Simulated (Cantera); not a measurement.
A perfectly stirred reactor is fed with 57.1 % NO, 42.9 % N2, at 113 Torr; it is held at 2125 K, and followed from long to short residence time.

Model: GRI-Mech 3.0 (53 species, 325 reactions), integrated in Cantera.

One state of this run: x NO = 0.190; x N2O = 1.28e-5; x NO2 = 9.88e-5; x O2 = 0.189; x N2 = 0.619; x O = 0.00190. x: mole fraction; the columns are a selection and need not sum to one.

Q: Which value of τ (s) does it belong to?
A) 0.079
B) 0.00027
C) 0.0011
D) 1.4

A: D, 1.4
